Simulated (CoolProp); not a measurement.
Properties of fluoroethane (R161) at several states (Tc = 375.2 K, pc = 5010 kPa, ω = 0.216).

Values from CoolProp's reference Helmholtz-energy equation of state, Wu 2012.

```json
[
 {"T (K)": "402.7", "p (kPa)": "1250", "phase": "gas", "Z": "0.9274", "cp (kJ/(kg K))": "1.660", "cv (kJ/(kg K))": "1.418", "speed of sound (m/s)": "264.5", "expansivity (1/kK)": "3.173"},
 {"T (K)": "368.8", "p (kPa)": "217", "phase": "gas", "Z": "0.9836", "cp (kJ/(kg K))": "1.475", "cv (kJ/(kg K))": "1.289", "speed of sound (m/s)": "265.8", "expansivity (1/kK)": "2.862"},
 {"T (K)": "254.9", "p (kPa)": "2560", "phase": "liquid", "Z": "0.07324", "cp (kJ/(kg K))": "2.021", "cv (kJ/(kg K))": "1.386", "speed of sound (m/s)": "993.3", "expansivity (1/kK)": "1.918"},
 {"T (K)": "183.1", "p (kPa)": "1140", "phase": "liquid", "Z": "0.04049", "cp (kJ/(kg K))": "1.948", "cv (kJ/(kg K))": "1.392", "speed of sound (m/s)": "1426", "expansivity (1/kK)": "1.446"},
 {"T (K)": "304.7", "p (kPa)": "2560", "phase": "liquid", "Z": "0.06915", "cp (kJ/(kg K))": "2.310", "cv (kJ/(kg K))": "1.469", "speed of sound (m/s)": "655.5", "expansivity (1/kK)": "3.179"}
]
```
